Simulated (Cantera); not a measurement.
An isothermal, constant-pressure homogeneous reactor starts with NH3 : H2 = 8 : 0.29 (molar parts), at 1725 K and 0.210 bar.

Detailed kinetics in Cantera: the gas-phase N/H chemistry of the illustrative SiF4/NH3 mechanism in the Surface Chemkin manual (1991). Walls and surfaces, which speed up NH3 decomposition in real reactors, are not modelled.

Q: Predict: x(NH3) at 10.0 s; x(H2) at 10.0 s; x(NH2) at 10.0 s; x(N2) at 10.0 s; x(NH) at 10.0 s; x(N) at 10.0 s; x(H) at 10.0 s.

A: 
- x(NH3) at 10.0 s = 0.111 (gas-phase equilibrium 2.32e-6)
- x(H2) at 10.0 s = 0.672 (gas-phase equilibrium 0.754)
- x(NH2) at 10.0 s = 6.46e-5 (gas-phase equilibrium 2.80e-9)
- x(N2) at 10.0 s = 0.217 (gas-phase equilibrium 0.246)
- x(NH) at 10.0 s = 8.07e-7 (gas-phase equilibrium 7.35e-11)
- x(N) at 10.0 s = 5.08e-8 (gas-phase equilibrium 9.79e-12)
- x(H) at 10.0 s = 0.000152 (gas-phase equilibrium 0.000354)
